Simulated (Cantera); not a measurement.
Feed: 1 mol B, 9.6 mol N₂, 1.8 mol H₂, at 1.00 bar.

Method: chemical equilibrium by Gibbs-energy minimisation in Cantera with the NASA 1993 tables (ideal gas, pure condensed phases). Candidate condensed phases: B, BN; 15 gas species. Equilibrium is a limit: real reactors are often held back by kinetics, nucleation or transport. All values below are at 1325 °C.

Base state: N₂ 0.835, H₂ 0.165, H 2.16e-5 (mole fractions); condensed: BN(s).

Question: What changes in the equilibrium state with this change: 0.38 mol O₂ added?

Answer: 
```csv
species,before,after
N₂,0.835,0.838
H₂,0.165,0.159
HBO₂,0,0.00183
H₂O,0,0.00112
HBO,0,0.000251
B₂O₃,0,0.000141
H,2.16e-5,2.12e-5
"BN(s), mol",1.00,0.508
"B₂O₃(l), mol",0,0.233
```
Mutual solubility and eutectic melting of coexisting phases are not modelled. Gases not in the tables: H₃BO₃. Further candidate phases: B₂O₃, B₃O₃H₃, H₂O.
